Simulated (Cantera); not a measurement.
A freely propagating, adiabatic, planar premixed flame of CH4 : O2 : N2 = 1 : 2 : 7.52 (molar parts), equivalence ratio 1.0, unburnt at 473 K and 95000 Pa; mixture-averaged transport, grid criteria slope 0.08 and curve 0.16, no radiation.

Detailed kinetics in Cantera: GRI-Mech 3.0 (53 species, 325 reactions). Burning velocities carry a grid error of a few per cent, more on coarse grids.

Task: Predict: laminar burning velocity; thermal thickness; peak x(HO2); peak x(CH2CO); peak x(H2).

Result: 
- laminar burning velocity: 84.6 cm/s
- thermal thickness: 0.385 mm
- peak x(HO2): 0.000171
- peak x(CH2CO): 0.000119
- peak x(H2): 0.0221
